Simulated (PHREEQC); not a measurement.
Synthetic water in mmol/kgw, 20 °C, pH 7.58, pe -1.9:

```csv
constituent,mmol/kgw
Na,0.0127
K,0.394
Ca,1.43
Mg,0.11
Cl,1.81
S(6),0.784
Alkalinity (meq/kgw),1.27
N(-3),0.00549
```

Na is adjusted to close the charge balance.
Valence states are taken as typed.

Computed with PHREEQC (ion-association model, phreeqc.dat).

The ionic strength is 0.00657 mol/kgw and the specific conductance comes out as 457 µS/cm.

| species | molality | activity | log γ |
|---|---|---|---|
| Cl- | 0.00181 | 0.00166 | -0.037 |
| Ca+2 | 0.00133 | 0.000957 | -0.144 |
| HCO3- | 0.00124 | 0.00114 | -0.036 |
| Na+ | 0.00117 | 0.00107 | -0.036 |
| SO4-2 | 0.000691 | 0.000495 | -0.145 |
| K+ | 0.000393 | 0.000360 | -0.037 |

No solid was allowed to form.
